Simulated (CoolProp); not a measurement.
Toluene along the isotherm 620 K: Z from the reference equation and from simpler models built on Tc = 591.7 K, pc = 4.126 MPa, ω = 0.266; each cubic takes its own stable root.

Values from CoolProp's reference Helmholtz-energy equation of state, Lemmon 2006. It is a short technical equation, of lower accuracy than the large ones.

```csv
p (MPa),phase,reference
0.0652,gas,0.9950
0.148,gas,0.9886
0.338,gas,0.9738
0.769,gas,0.9394
1.75,gas,0.8553
3.98,gas,0.6160
9.07,supercritical,0.3419
20.6,supercritical,0.6430
```

Q: How far does each simpler model (van der Waals, Redlich-Kwong, Soave-Redlich-Kwong, Peng-Robinson) lie from the reference over these 8 states: mean and median of the absolute difference, and the worst?

A: 
- van der Waals: mean 10.3 %, median 1.6 %, worst +37.8 % at 620 K and 20.6 MPa
- Redlich-Kwong: mean 3.7 %, median 0.6 %, worst +16.4 % at 620 K and 9.07 MPa
- Soave-Redlich-Kwong: mean 4.7 %, median 0.9 %, worst +19.9 % at 620 K and 9.07 MPa
- Peng-Robinson: mean 1.3 %, median 0.2 %, worst +9.0 % at 620 K and 9.07 MPa
